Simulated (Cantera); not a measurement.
Mixture: H2 : O2 : N2 = 1 : 0.333 : 1.07 (molar parts), equivalence ratio 1.5, at 2.80 bar, adiabatic and at constant pressure. Ignition delay is the time to a rise of 400 K.

Detailed kinetics in Cantera: GRI-Mech 3.0 (53 species, 325 reactions). The hydrogen kinetics of GRI-Mech 3.0 are dated; newer H2 mechanisms differ, most at raised pressure. Where the delays flatten at high temperature, the 400 K rule measures the pace of heat release, not the induction time.

Predict: delay at 1200 K; delay at 1300 K; delay at 1400 K; delay at 1500 K; delay at 1600 K; delay at 1700 K; delay at 1800 K.


```
Quantity           Value
---------------  -------
delay at 1200 K  19.3 µs
delay at 1300 K  10.4 µs
delay at 1400 K  6.72 µs
delay at 1500 K  4.85 µs
delay at 1600 K  3.80 µs
delay at 1700 K  3.19 µs
delay at 1800 K  2.85 µs
```
